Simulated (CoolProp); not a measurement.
Computed with CoolProp (reference Helmholtz-energy equation of state, Lemmon 2006). It is a short technical equation, of lower accuracy than the large ones.

Problem. For CH3F (R41), give the phase and the density (kg/m³), cv (kJ/(kg K)), speed of sound (m/s), Joule-Thomson coefficient (K/MPa) at -85.05 °C and 9.84 MPa; -85.05 °C and 11.8 MPa; -85.05 °C and 23.6 MPa.

Solution. 
- -85.05 °C and 9.84 MPa: liquid; density 907, cv 1.29, speed of sound 1180, Joule-Thomson coefficient -0.328
- -85.05 °C and 11.8 MPa: liquid; density 909, cv 1.29, speed of sound 1190, Joule-Thomson coefficient -0.331
- -85.05 °C and 23.6 MPa: liquid; density 921, cv 1.29, speed of sound 1250, Joule-Thomson coefficient -0.347
